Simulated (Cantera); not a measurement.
Input: 1 mol Al(CH₃)₃, 1.8 mol N₂O, 700 mol N₂, held at 0.150 bar.

These are equilibrium values from Cantera (NASA tables, ideal gas, pure condensed phases), not measurements of a reactor. Candidate condensed phases: Al, AlN, Al₂O₃, C, C₆H₆, C₇H₈, C₈H₁₈, H₂O; 148 gas species. The feed counts by its element totals alone. Equilibrium is a limit: real reactors are often held back by kinetics, nucleation or transport.

Task: At 1373 K, list the 4 most abundant gas species with their mole fractions, and the condensed phases.

Result: N₂ 0.991, H₂ 0.00634, CO 0.00254, HCN 3.15e-5. Condensed: AlN(s) + C(graphite).
